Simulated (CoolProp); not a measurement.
A single-stage vapour-compression cycle with R22: evaporating at 296.15 K (dew point), condensing at 356.15 K (bubble point), superheat 5 K, subcooling 0 K, compressor efficiency 0.9, no pressure losses. Each further row changes one setting.

Computed with CoolProp (reference Helmholtz-energy equation of state, Kamei 1995).

```
case                              cooling COP  pressure ratio  discharge temperature (K)  refrigerating effect (kJ/kg)  volumetric capacity (kJ/m³)
--------------------------------  -----------  --------------  -------------------------  ----------------------------  ---------------------------
as stated                                2.59            3.93                      387.1                           100                         4080
evaporating temperature 301.15 K         2.95            3.43                      384.7                           102                         4740
condensing temperature 351.15 K          3.07            3.56                      380.2                           110                         4460
subcooling 5 K                           2.87            3.93                      387.1                           111                         4510
superheat 15 K                           2.64            3.93                      396.9                           109                         4170
compressor efficiency 0.8                2.31            3.93                      391.5                           100                         4080
```
